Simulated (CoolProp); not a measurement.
Vapour-liquid equilibrium of hydrogen chloride (1) + propane (2) at 0.293 MPa; x and y are mole fractions of (1).

Computed with CoolProp (multi-fluid Helmholtz-energy mixture model, Thol 2018 and Lemmon 2009; pair parameters Bell 2016).

Problem. Give the bubble temperature and the first vapour's composition at x = 0.25, 0.55, 0.75. Is there an azeotrope?

Solution. x = 0.25: 221.1 K, y = 0.813; x = 0.55: 213.4 K, y = 0.895; x = 0.75: 211.5 K, y = 0.920. No azeotrope shows between x = 0.05 and 0.95.

The pair parameters rest on a limited set of measurements; away from them the model extrapolates. With so large a gap from Raoult's law the liquid may split in two, which this calculation doesn't test in full.
